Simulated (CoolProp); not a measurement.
Saturation properties of C3F8 (R218).

Computed with CoolProp (reference Helmholtz-energy equation of state, Lemmon 2006). It is a short technical equation, of lower accuracy than the large ones.

| T (K) | p (kPa) | liquid density (kg/m³) | vapour density (kg/m³) | liquid cp (kJ/(kg K)) | liquid viscosity (µPa s) |
|---|---|---|---|---|---|
| 189.4 | 6.350 | 1784 | 0.7643 | 0.8820 | 1080 |
| 191.9 | 7.670 | 1775 | 0.9122 | 0.8864 | 1020 |
| 194.3 | 9.144 | 1767 | 1.075 | 0.8908 | 966 |
| 196.7 | 10.85 | 1758 | 1.262 | 0.8951 | 917 |
| 199.1 | 12.80 | 1750 | 1.473 | 0.8995 | 871 |
| 201.6 | 15.14 | 1741 | 1.723 | 0.9042 | 826 |
| 204 | 17.70 | 1732 | 1.995 | 0.9087 | 786 |
| 206.4 | 20.61 | 1724 | 2.299 | 0.9132 | 749 |
| 208.9 | 24.03 | 1715 | 2.655 | 0.9180 | 713 |
| 211.3 | 27.74 | 1706 | 3.037 | 0.9227 | 680 |
| 213.7 | 31.91 | 1697 | 3.461 | 0.9274 | 650 |
| 216.2 | 36.76 | 1688 | 3.951 | 0.9324 | 620 |
| 218.6 | 41.97 | 1679 | 4.473 | 0.9372 | 593 |

It boils at 236.4 K under 1 atm.

Viscosity comes from a separate model (Huber 2003), an estimate that may be off by 10 % or more.
